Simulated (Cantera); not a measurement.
Input: 1 mol Zr, 1.1 mol N2O, 17 mol N2, at 2723.15 K and 1.33 mbar.

Method: chemical equilibrium by Gibbs-energy minimisation in Cantera with the NASA 1993 tables (ideal gas, pure condensed phases). Candidate condensed phases: Zr, ZrN, ZrO2; 13 gas species. Kinetics and transport are ignored.

What is the equilibrium state?


- x(N2) = 0.947
- x(ZrO) = 0.0474
- x(ZrO2) = 0.00474
- x(O) = 0.000612
- x(Zr) = 0.000164
- x(N) = 5.20e-5
- x(NO) = 4.42e-5
- gas amount = 19.11 mol
- log10 activity of Zr(l) (absent) = -2.09
